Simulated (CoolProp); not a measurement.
The numbers come from the reference Helmholtz-energy equation of state, Lemmon 2006 in CoolProp. It is a short technical equation, of lower accuracy than the large ones.

Q: For C3F8 (R218), give the phase and the expansivity (1/kK), viscosity (µPa s), Prandtl number, fugacity coefficient at -63.15 °C and 0.2 MPa; -131.35 °C and 0.0151 MPa; -6.45 °C and 1.71 MPa.

A: 
- -63.15 °C and 0.2 MPa: liquid; expansivity 2.12, viscosity 700, Prandtl number 9.32, fugacity coefficient 0.127
- -131.35 °C and 0.0151 MPa: liquid; expansivity 1.82, viscosity 5070, Prandtl number 49.2, fugacity coefficient 0.00238
- -6.45 °C and 1.71 MPa: liquid; expansivity 2.95, viscosity 281, Prandtl number 5.36, fugacity coefficient 0.189

Viscosity comes from a separate model (Huber 2003), an estimate that may be off by 10 % or more. Thermal conductivity comes from a separate model (Huber 2003), an estimate that may be off by 10 % or more.
